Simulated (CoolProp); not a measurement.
Chloromethane (R40) along the isotherm 226.85 °C: density (kg/m³) from the reference equation and from simpler models built on Tc = 145.5 °C, pc = 69.29 bar, ω = 0.150; each cubic takes its own stable root.

The numbers come from the reference Helmholtz-energy equation of state, Thol 2014 in CoolProp.

```json
[
 {"p (bar)": "1.1", "phase": "gas", "reference": "1.340", "ideal gas": "1.336", "van der Waals": "1.340", "Soave-Redlich-Kwong": "1.340"},
 {"p (bar)": "1.95", "phase": "gas", "reference": "2.382", "ideal gas": "2.368", "van der Waals": "2.381", "Soave-Redlich-Kwong": "2.381"},
 {"p (bar)": "3.46", "phase": "gas", "reference": "4.245", "ideal gas": "4.202", "van der Waals": "4.243", "Soave-Redlich-Kwong": "4.242"},
 {"p (bar)": "6.16", "phase": "gas", "reference": "7.618", "ideal gas": "7.481", "van der Waals": "7.612", "Soave-Redlich-Kwong": "7.609"},
 {"p (bar)": "11", "phase": "gas", "reference": "13.81", "ideal gas": "13.36", "van der Waals": "13.79", "Soave-Redlich-Kwong": "13.78"},
 {"p (bar)": "19.5", "phase": "gas", "reference": "25.14", "ideal gas": "23.68", "van der Waals": "25.09", "Soave-Redlich-Kwong": "25.03"},
 {"p (bar)": "34.6", "phase": "gas", "reference": "46.92", "ideal gas": "42.02", "van der Waals": "46.83", "Soave-Redlich-Kwong": "46.54"},
 {"p (bar)": "61.6", "phase": "gas", "reference": "92.49", "ideal gas": "74.81", "van der Waals": "93.07", "Soave-Redlich-Kwong": "90.87"},
 {"p (bar)": "110", "phase": "supercritical", "reference": "206.2", "ideal gas": "133.6", "van der Waals": "222.3", "Soave-Redlich-Kwong": "195.6"},
 {"p (bar)": "195", "phase": "supercritical", "reference": "445.3", "ideal gas": "236.8", "van der Waals": "402.7", "Soave-Redlich-Kwong": "394.0"},
 {"p (bar)": "346", "phase": "supercritical", "reference": "612.5", "ideal gas": "420.2", "van der Waals": "493.0", "Soave-Redlich-Kwong": "556.8"}
]
```
